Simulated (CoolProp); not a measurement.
Properties of n-pentane along the isotherm 154.75 °C.

Computed with CoolProp (reference Helmholtz-energy equation of state, Thol 2019).

| p (bar) | phase | density (kg/m³) | cv (kJ/(kg K)) | Joule-Thomson coefficient (K/MPa) | expansivity (1/kK) | fugacity coefficient |
|---|---|---|---|---|---|---|
| 1.06 | gas | 2.182 | 2.124 | 10.52 | 2.458 | 0.9853 |
| 1.66 | gas | 3.447 | 2.127 | 10.66 | 2.531 | 0.9770 |
| 2.58 | gas | 5.433 | 2.132 | 10.89 | 2.651 | 0.9642 |
| 4.02 | gas | 8.660 | 2.140 | 11.27 | 2.860 | 0.9444 |
| 6.26 | gas | 14.01 | 2.154 | 11.96 | 3.252 | 0.9136 |
| 9.75 | gas | 23.39 | 2.179 | 13.33 | 4.105 | 0.8656 |
| 15.2 | gas | 42.29 | 2.235 | 16.96 | 6.885 | 0.7900 |
| 23.6 | liquid | 457.0 | 2.267 | 0.6554 | 4.619 | 0.5728 |
| 36.8 | liquid | 467.7 | 2.259 | 0.4405 | 3.849 | 0.3892 |
| 57.3 | liquid | 480.5 | 2.251 | 0.2455 | 3.174 | 0.2729 |
| 89.2 | liquid | 495.6 | 2.246 | 0.07581 | 2.595 | 0.2001 |
| 139 | liquid | 513.3 | 2.242 | -0.06635 | 2.109 | 0.1568 |
| 216 | liquid | 533.4 | 2.243 | -0.1798 | 1.710 | 0.1360 |
| 337 | liquid | 556.6 | 2.247 | -0.2679 | 1.381 | 0.1367 |
